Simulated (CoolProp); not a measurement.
The numbers come from the reference Helmholtz-energy equation of state, Marx 1992 in CoolProp.

Question: Give the vapour pressure (MPa), liquid density (kg/m³), enthalpy of vaporisation (kJ/kg), liquid cp (kJ/(kg K)) of saturated R113 at 15.05, 72.25 °C.

Answer: 
| T (°C) | p (MPa) | liquid density (kg/m³) | enthalpy of vaporisation (kJ/kg) | liquid cp (kJ/(kg K)) |
|---|---|---|---|---|
| 15.05 | 0.0298 | 1590 | 154 | 0.909 |
| 72.25 | 0.215 | 1450 | 136 | 0.968 |
